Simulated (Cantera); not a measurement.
Charge: 1 mol CH2F2, 0.035 mol CH4, held at 25.0 Pa.

Method: chemical equilibrium by Gibbs-energy minimisation in Cantera with the NASA 1993 tables (ideal gas, pure condensed phases). Candidate condensed phases: C, C6H6, C7H8, C8H18; 95 gas species. Equilibrium is a limit: real reactors are often held back by kinetics, nucleation or transport.

log p: log10 of the partial pressure in bar; n: condensed amount in mol.

```csv
T (K),log p HF,log p H,log p F,log p H2,n C(graphite)
898,-3.62,-12.50,<-15,-5.07,1.03
1098,-3.62,…,-14.97,-5.07,1.03
1298,-3.62,-8.51,-12.34,-5.07,1.03
1498,-3.62,-7.30,-10.41,-5.07,1.03
1698,-3.62,-6.38,-8.93,-5.08,1.03
1898,-3.62,-5.67,-7.74,-5.13,1.03
2098,-3.62,…,…,…,1.03
2298,-3.63,-4.86,-5.74,-5.67,1.03
2498,-3.67,-4.60,-4.96,-6.00,1.02
```

### Question
Fill in the missing entries.

### Answer

- 1098, log p H: -10.14
- 2098, log p H: -5.16
- 2098, log p F: -6.71
- 2098, log p H2: -5.30
